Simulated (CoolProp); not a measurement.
A simple Rankine cycle with tetrahydrofuran: condensing at 329.15 K, boiler at 0.503 MPa, turbine inlet 403.6 K, turbine efficiency 0.65, pump efficiency 0.8, no recuperator. Each further row changes one setting.

Model: reference Helmholtz-energy equation of state, Fiedler 2023, in CoolProp.

| case | thermal efficiency (%) | net work (kJ/kg) | heat in (kJ/kg) | turbine exit temperature (K) | volume ratio over the turbine |
|---|---|---|---|---|---|
| as stated | 9.9 | 50.6 | 513 | 359.8 | 6.65 |
| turbine inlet 423.6 K | 9.9 | 53.9 | 545 | 380.8 | 6.63 |
| condensing temperature 321.15 K | 10.9 | 57.6 | 528 | 354.1 | 8.75 |
| boiler pressure 0.352 MPa | 8.2 | 42.7 | 517 | 368.9 | 4.64 |
| turbine efficiency 0.55 | 8.3 | 42.7 | 513 | 365.7 | 6.77 |
